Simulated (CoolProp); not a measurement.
The numbers come from the reference Helmholtz-energy equation of state, Gao 2022 in CoolProp.

Problem. For n-perfluorohexane, give the phase and the Z, isothermal compressibility (1/MPa), fugacity coefficient at 45.65 °C and 9.75 bar; 111.25 °C and 9.75 bar; 163.75 °C and 9.75 bar.

Solution. 
- 45.65 °C and 9.75 bar: liquid; Z 0.0768, isothermal compressibility 0.00348, fugacity coefficient 0.0711
- 111.25 °C and 9.75 bar: liquid; Z 0.0743, isothermal compressibility 0.0122, fugacity coefficient 0.419
- 163.75 °C and 9.75 bar: gas; Z 0.732, isothermal compressibility 1.53, fugacity coefficient 0.789
